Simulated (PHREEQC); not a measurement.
Solution (25 °C): 0.006 mol/kgw KH2PO4. Closed to the air; pH follows from the charge balance.

Computed with PHREEQC (ion-association model, phreeqc.dat).

This is a speciation only: nothing precipitates in the calculation.

**Question.** What pH does the model give?

**Answer.** pH 4.80.
